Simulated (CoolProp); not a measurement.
Ethylene along the isobar 26.3 MPa: Z from the reference equation and from simpler models built on Tc = 282.4 K, pc = 5.042 MPa, ω = 0.087; each cubic takes its own stable root.

Values from CoolProp's reference Helmholtz-energy equation of state, Smukala 2000.

```csv
T (K),phase,reference,van der Waals,Redlich-Kwong,Soave-Redlich-Kwong,Peng-Robinson
241.1,liquid,0.7325,1.020,0.7564,0.7530,0.6722
254.1,liquid,0.7195,?,0.7445,0.7417,0.6630
267.1,liquid,0.7102,0.9632,0.7365,0.7347,0.6579
280.1,liquid,0.7044,0.9409,0.7321,0.7318,0.6569
293.1,supercritical,0.7022,0.9221,?,0.7329,0.6598
306.1,supercritical,0.7035,0.9065,0.7333,0.7379,0.6666
319.1,supercritical,0.7084,0.8937,0.7385,0.7466,0.6770
332.1,supercritical,?,0.8836,0.7464,0.7587,0.6908
345.1,supercritical,0.7283,0.8760,0.7569,0.7738,0.7076
358.1,supercritical,0.7429,0.8707,0.7693,0.7914,?
371.1,supercritical,0.7601,0.8674,0.7834,0.8108,0.7474
384.1,supercritical,0.7790,0.8662,0.7987,0.8312,0.7690
397.1,supercritical,0.7990,0.8666,0.8146,0.8520,0.7908
410.1,supercritical,0.8194,0.8687,0.8308,0.8725,0.8122
```

Question: Some entries are withheld; supply them.

Answer: 
- 254.1, van der Waals: 0.9894
- 293.1, Redlich-Kwong: 0.7311
- 332.1, reference: 0.7167
- 358.1, Peng-Robinson: 0.7267
